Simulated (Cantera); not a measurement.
A closed system holds: 1 mol SiCl4, 0.23 mol O2, equilibrated at 8000 Pa.

Equilibrium computed with Cantera from the NASA thermochemical tables; the gas is ideal and each condensed phase is pure. Candidate condensed phases: Si, SiO2; 15 gas species. The tables' values for SiCl3 are old estimates; treat these amounts as uncertain. The tables hold silica as quartz up to 1696 K and as liquid above; real silica turns to tridymite and cristobalite and melts near 1996 K. The numbers say what is thermodynamically allowed, not how fast it happens.

x: gas mole fraction; n: condensed amount in mol.

```tsv
T (K)	x SiCl4	x Cl2	x Cl	x SiCl3	x SiCl2	n SiO2(α-quartz)	n SiO2(β-quartz)
673	0.626	0.374	6.12e-7	<1e-12	<1e-12	0.230	0
773	0.626	0.374	1.06e-5	<1e-12	<1e-12	0.230	0
873	0.626	0.374	9.58e-5	2.16e-11	<1e-12	0	0.230
973	0.626	0.374	0.000554	9.83e-10	<1e-12	0	0.230
1073	0.625	0.372	0.00232	2.18e-8	<1e-12	0	0.230
1173	0.624	0.369	0.00761	2.84e-7	?	0	0.230
1273	0.620	0.360	0.0206	2.47e-6	?	0	0.230
1373	0.611	0.341	0.0475	1.57e-5	?	0	0.230
1473	0.596	0.309	0.0953	7.88e-5	?	0	0.230
1573	0.573	0.259	0.168	0.000329	?	0	0.230
```

Q: What belongs in the gaps?

A: 
- 1173, x SiCl2: 1.27e-12
- 1273, x SiCl2: 6.45e-11
- 1373, x SiCl2: 1.87e-9
- 1473, x SiCl2: 3.56e-8
- 1573, x SiCl2: 4.97e-7
